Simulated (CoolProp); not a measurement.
Model: reference Helmholtz-energy equation of state, Lemmon 2022, in CoolProp.

Q: For R1234yf, give the phase and the speed of sound (m/s), viscosity (µPa s), Prandtl number at -84.55 °C and 4.42 MPa; -14.55 °C and 0.211 MPa; -61.75 °C and 0.0381 MPa.

A: 
- -84.55 °C and 4.42 MPa: liquid; speed of sound 964, viscosity 759, Prandtl number 8.16
- -14.55 °C and 0.211 MPa: liquid; speed of sound 621, viscosity 238, Prandtl number 3.92
- -61.75 °C and 0.0381 MPa: liquid; speed of sound 836, viscosity 469, Prandtl number 5.79

Viscosity comes from a separate model (Bell 2016), an estimate that may be off by 10 % or more. Thermal conductivity comes from a separate model (Perkins 2011).
